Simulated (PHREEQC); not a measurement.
NaF is added in steps, without added water, to 1 kg of water holding 0.0061 mol CuCl2 and 0.094 mol HNO3, at 67 °C. O2 is buffered at 0.21 atm. CO2 from the air is kept out. Only these solids could form: Cu(OH)2, Atacamite, Cu2(OH)3NO3, Halite, CuF2:2H2O.

Base run: PHREEQC, ion-association model, wateq4f.dat. Each further column changes one thing. The table gives HF (mol/kgw).

| NaF added (mol) | base | Debye-Hückel limiting law | all activity coefficients set to 1 | database phreeqc.dat | metal-ligand complexes left out |
|---|---|---|---|---|---|
| 0 | 0 | 0 | 0 | 0 | 0 |
| 0.00705 | 0.00695 | 0.00694 | 0.00697 | 0.00700 | 0.00696 |
| 0.0141 | 0.0138 | 0.0138 | 0.0138 | ___ | 0.0138 |
| 0.02115 | 0.0205 | 0.0205 | 0.0206 | 0.0210 | 0.0205 |
| 0.0282 | 0.0272 | 0.0271 | 0.0273 | ___ | 0.0272 |
| 0.03525 | 0.0337 | 0.0336 | 0.0338 | 0.0348 | 0.0337 |
| 0.0423 | 0.0401 | 0.0399 | 0.0403 | ___ | 0.0401 |
| 0.0517 | 0.0484 | 0.0482 | 0.0487 | 0.0508 | 0.0484 |
| 0.05875 | 0.0544 | 0.0542 | 0.0549 | 0.0575 | 0.0545 |
| 0.0658 | 0.0603 | 0.0599 | 0.0609 | ___ | 0.0604 |
| 0.07285 | 0.0659 | 0.0654 | 0.0667 | 0.0702 | 0.0659 |
| 0.0799 | 0.0710 | 0.0702 | 0.0722 | 0.0760 | 0.0711 |
| 0.08695 | 0.0752 | 0.0743 | 0.0769 | ___ | 0.0753 |
| 0.094 | 0.0781 | 0.0770 | 0.0800 | 0.0841 | 0.0782 |

Question: Some entries are withheld; supply them.

Answer: 
- 0.0141, database phreeqc.dat: 0.0140
- 0.0282, database phreeqc.dat: 0.0279
- 0.0423, database phreeqc.dat: 0.0417
- 0.0658, database phreeqc.dat: 0.0640
- 0.08695, database phreeqc.dat: 0.0808

wateq4f.dat counts part of the HF as a dimer, H2F2, which phreeqc.dat doesn't know; its constant is uncertain. Constants without temperature data keep their 25 °C values here. phreeqc.dat and wateq4f.dat share most of their constants, so their agreement is no independent check. Solids allowed in the column 'database phreeqc.dat': Halite.
